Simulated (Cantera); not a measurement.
An isothermal, constant-pressure homogeneous reactor starts with C3H8 : H2 = 1 : 2.3 (molar parts), at 1023 K and 0.000711 atm. Integrator tolerance rtol = 1e-08.

Computed with Cantera and GRI-Mech 3.0 (53 species, 325 reactions). GRI-Mech 3.0 was tuned for natural gas; its chemistry of propane as a main component is partial and can be far from experiment. GRI-Mech 3.0 stops at C3 and has no aromatics, soot or wall deposition, so with more carbon than oxygen in the feed, carbon stays in small species such as C2H2 where larger ones or solid carbon would form. Radical loss at walls, strong at low pressure, is not modelled.

### Question
What does this change do: H2 2.3 to 0.23 parts?

### Answer
```json
[
 {"quantity": "x(C3H8) at 2.00 s", "before": "0.232 (gas-phase equilibrium 4.76e-9)", "after": "0.728 (gas-phase equilibrium 6.34e-9)"},
 {"quantity": "x(H2) at 2.00 s", "before": "0.660 (gas-phase equilibrium 0.596)", "after": "0.180 (gas-phase equilibrium 0.462)"},
 {"quantity": "x(C2H4) at 2.00 s", "before": "0.0542 (gas-phase equilibrium 0.0218)", "after": "0.0466 (gas-phase equilibrium 0.0313)"},
 {"quantity": "x(C2H2) at 2.00 s", "before": "5.58e-5 (gas-phase equilibrium 0.165)", "after": "0.000107 (gas-phase equilibrium 0.305)"},
 {"quantity": "x(C2H) at 2.00 s", "before": "<1e-12 (gas-phase equilibrium <1e-12)", "after": "<1e-12 (gas-phase equilibrium 1.64e-12)"}
]
```
